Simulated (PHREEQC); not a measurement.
A column of 0.2 m (30 cells, dispersivity 0.007 m, 300 s a shift, diffusion coefficient 3e-10 m²/s) holds 0.058 eq of the database's cation exchanger X per kg of pore water, first in equilibrium with 0.0099 mol/kgw KBr, 0.00098 mol/kgw Na2SO4 and 1e-05 mol/kgw HCl. It is flushed with 0.00059 mol/kgw CaCl2, 0.0043 mol/kgw NaCl, 0.064 mol/kgw MnCl2 and 1e-05 mol/kgw HCl, at 25 °C. Values are for the last cell. CO2 from the air is kept out. Nothing may precipitate in this run.

Base run: PHREEQC, ion-association model, phreeqc.dat. Each further column changes one thing. The table gives Mn in solution (mol/kgw).

```
pore volumes     base  exchange capacity from 0.058 to 0.029 eq/kgw  dispersivity from 0.007 to 0.014 m
------------  -------  --------------------------------------------  ----------------------------------
0                   0                                             0                                   0
0.4167              0                                             0                                   0
0.8167        3.12e-5                                      0.000986                             0.00126
1.117          0.0143                                        0.0280                              0.0194
1.517          0.0427                                        0.0547                              0.0426
1.917          0.0559                                        0.0621                              0.0543
2.217          0.0603                                        0.0634                              0.0587
2.617          0.0628                                        0.0639                              0.0616
3.017          0.0637                                        0.0640                              0.0630
```
